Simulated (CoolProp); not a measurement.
Normal hydrogen at 485.03 K and 0.586 MPa flows at 15 m/s in a round tube of 100 mm bore and 1.5 µm roughness, fully developed (64/Re and Nu = 3.66 if laminar; Colebrook and Gnielinski if turbulent). Each further row changes one setting.

The numbers come from the reference Helmholtz-energy equation of state, Leachman 2009 in CoolProp.

```
case             Reynolds number  Darcy friction factor  pressure drop (Pa/m)  heat-transfer coefficient (W/(m² K))  mass flow (kg/h)
---------------  ---------------  ---------------------  --------------------  ------------------------------------  ----------------
as stated                  35100                 0.0227                  7.46                                   207               124
velocity 30 m/s            70300                 0.0195                  25.6                                   355               248
diameter 200 mm            70300                 0.0194                  3.19                                   177               496
```

Viscosity comes from a separate model (Muzny 2013). Thermal conductivity comes from a separate model (Assael 2011).
